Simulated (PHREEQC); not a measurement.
**Copper plating or etch bath: an equilibrium model**

Consider water at 20 °C with 0.087 mol Cu(NO3)2, 0.00015 mol HCl and 0.001 mol NaCl per kg of water. Closed to the air; pH follows from the charge balance.

All values are PHREEQC results (ion-association model, phreeqc.dat), not measurements.

No solid was allowed to form.

Question: Predict the pH.

Answer: pH 3.90.

Question: In which forms is Cl present?

Answer: Cl- 95 %, CuCl+ 5.2 % of the Cl.

Complexes and solids missing from the database can't appear.
